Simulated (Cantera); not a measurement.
An adiabatic, constant-volume homogeneous reactor starts with H₂ : O₂ : N₂ : NO = 1 : 1.11 : 4.18 : 0.0084 (molar parts), at 1375 K and 10.0 bar. Integrator tolerance rtol = 1e-08.

Cantera simulation using GRI-Mech 3.0 (53 species, 325 reactions); the numbers are that mechanism's predictions, not measurements. The hydrogen kinetics of GRI-Mech 3.0 are dated; newer H2 mechanisms differ, most at raised pressure. The mechanism lacks 2 NO + O2 → 2 NO2 and HONO, so NO2 and the effect of NO are under-described below about 1400 K.

### Question
What does this change do: constant pressure in place of constant volume?

### Answer
| quantity | before | after |
|---|---|---|
| time of steepest temperature rise | 2.88 µs | 2.97 µs |
| temperature at 1.00 s | 2623 K | 2425 K |
| equilibrium temperature | 2623 K | 2425 K |
| x(H₂) at 1.00 s | 0.00136 (gas-phase equilibrium 0.00136) | 0.000701 (gas-phase equilibrium 0.000701) |
| x(O₂) at 1.00 s | 0.0936 (gas-phase equilibrium 0.0936) | 0.0973 (gas-phase equilibrium 0.0973) |
| x(NO) at 1.00 s | 0.0180 (gas-phase equilibrium 0.0180) | 0.0130 (gas-phase equilibrium 0.0130) |
| x(H) at 1.00 s | 0.000372 (gas-phase equilibrium 0.000372) | 0.000151 (gas-phase equilibrium 0.000151) |
| x(H₂O₂) at 1.00 s | 1.92e-6 (gas-phase equilibrium 1.92e-6) | 9.88e-7 (gas-phase equilibrium 9.88e-7) |
| x(H₂O) at 1.00 s | 0.165 (gas-phase equilibrium 0.165) | 0.168 (gas-phase equilibrium 0.168) |
| x(HO₂) at 1.00 s | 2.78e-5 (gas-phase equilibrium 2.78e-5) | 1.51e-5 (gas-phase equilibrium 1.51e-5) |
